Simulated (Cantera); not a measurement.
A freely propagating, adiabatic, planar premixed flame of 12.4 % CH₄, 17.8 % O₂, 66.7 % N₂, 3.11 % CO₂, unburnt at 300 K and 3.40 bar; mixture-averaged transport, grid criteria slope 0.08 and curve 0.16, no radiation.

Detailed kinetics in Cantera: GRI-Mech 3.0 (53 species, 325 reactions). Burning velocities carry a grid error of a few per cent, more on coarse grids.

Question: Predict: laminar burning velocity; thermal thickness; peak x(CH₂O); peak x(CO); peak x(C₂H₂); peak x(C₂H₄).

Answer: 
```
Quantity                     Result
------------------------  ---------
laminar burning velocity  6.34 cm/s
thermal thickness          0.616 mm
peak x(CH₂O)                0.00108
peak x(CO)                   0.0792
peak x(C₂H₂)                0.00240
peak x(C₂H₄)                0.00190
```
